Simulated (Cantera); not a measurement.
A Cantera script and its output.

```python
import numpy as np
import cantera as ct

gas = ct.Solution("gri30.yaml")


def delay(T, t_max=10):
    gas.TPX = T, 1500000, {'CH4': 1, 'O2': 2.94, 'N2': 11.1}
    reactor = ct.IdealGasReactor(gas, clone=False)
    net = ct.ReactorNet([reactor])
    net.rtol, net.atol = 1e-8, 1e-16
    while net.time < t_max:
        t_old, T_old = net.time, reactor.T
        net.step()
        if reactor.T > T + 400:  # ignition: a rise of 400 K
            return t_old + (T + 400 - T_old) / (reactor.T - T_old) * (net.time - t_old)
    return np.nan


taus = []
for T in [1225, 1300, 1375, 1450, 1525, 1600, 1675, 1750]:
    taus.append(delay(T))
    print(f"T0 = {T:6g} K   tau = {taus[-1]:.4e} s")
```

Result:

```
T0 =   1225 K   tau = 1.8345e-03 s
T0 =   1300 K   tau = 7.7863e-04 s
T0 =   1375 K   tau = 3.5317e-04 s
T0 =   1450 K   tau = 1.6938e-04 s
T0 =   1525 K   tau = 8.5381e-05 s
T0 =   1600 K   tau = 4.5095e-05 s
T0 =   1675 K   tau = 2.4929e-05 s
T0 =   1750 K   tau = 1.4422e-05 s
```

Model: GRI-Mech 3.0 (53 species, 325 reactions), integrated in Cantera. The pressure lies above the range GRI-Mech 3.0 was tuned for (to about 10 atm).
